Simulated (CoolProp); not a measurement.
Aqueous magnesium chloride as a coolant, at 40 °C, 1 atm.

Values from CoolProp's Melinder's fits for secondary coolants.

| mass % | freezing point (°C) | density (kg/m³) | Prandtl number | cp (kJ/(kg K)) | conductivity (W/(m K)) |
|---|---|---|---|---|---|
| 1.4 | -0.9 | 1004 | 4.78 | 4.108 | 0.627 |
| 3.7 | -2.2 | 1023 | 4.93 | 3.986 | 0.622 |
| 6 | -3.8 | 1042 | 4.86 | 3.859 | 0.617 |
| 8.3 | -6.1 | 1061 | 4.93 | 3.731 | 0.613 |
| 10.6 | -9.1 | 1081 | 5.23 | 3.608 | 0.608 |
| 12.9 | -12.9 | 1101 | 5.68 | 3.491 | 0.602 |
| 15.3 | -17.4 | 1122 | 6.22 | 3.377 | 0.595 |
| 17.6 | -22.4 | 1144 | 6.82 | 3.273 | 0.588 |
| 19.9 | -28.4 | 1165 | 7.98 | 3.170 | 0.580 |
| 22.2 | -36.2 | 1188 | 11.5 | 3.057 | 0.574 |
| 24.5 | -47.2 | 1213 | 26.2 | 2.923 | 0.567 |
| 26.8 | -63.3 | 1240 | 141 | 2.749 | 0.558 |
